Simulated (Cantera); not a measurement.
An isothermal, constant-pressure homogeneous reactor starts with CO : O₂ : H₂O : N₂ = 0.0014 : 0.026 : 0.021 : 1 (molar parts), equivalence ratio 0.027, at 1223 K and 100.0 Torr.

Model: GRI-Mech 3.0 (53 species, 325 reactions), integrated in Cantera.

x: mole fraction; the columns are a selection and need not sum to one.

```
t (s)         x CO    x O₂   x H₂O     x NO₂    x H₂O₂    x N₂O      x NO
--------  --------  ------  ------  --------  --------  -------  --------
2.00e-5    0.00134  0.0248  0.0200    <1e-12    <1e-12   <1e-12    <1e-12
7.06e-5    0.00134  0.0248  0.0200    <1e-12    <1e-12   <1e-12    <1e-12
0.000249   0.00134  0.0248  0.0200    <1e-12    <1e-12   <1e-12    <1e-12
0.000879   0.00134  0.0248  0.0200    <1e-12    <1e-12   <1e-12    <1e-12
0.00310    0.00134  0.0248  0.0200    <1e-12    <1e-12   <1e-12    <1e-12
0.0110     0.00134  0.0248  0.0200    <1e-12  1.38e-12   <1e-12    <1e-12
0.0387    0.000822  0.0245  0.0199    <1e-12   6.42e-8  9.65e-9  8.68e-10
0.136            ?  0.0241  0.0200  1.82e-11         ?        ?   1.21e-8
0.482      4.51e-7  0.0241  0.0200  3.59e-11   2.59e-9  7.27e-8   1.30e-8
1.70       1.97e-8  0.0241  0.0200  2.61e-11  4.70e-10  7.16e-8   1.33e-8
6.00       2.96e-9  0.0241  0.0200  1.91e-11  1.17e-10  5.62e-8   1.35e-8
```

### Question
Fill in the missing entries.

### Answer

- 0.136, x CO: 1.43e-5
- 0.136, x H₂O₂: 2.14e-8
- 0.136, x N₂O: 6.17e-8
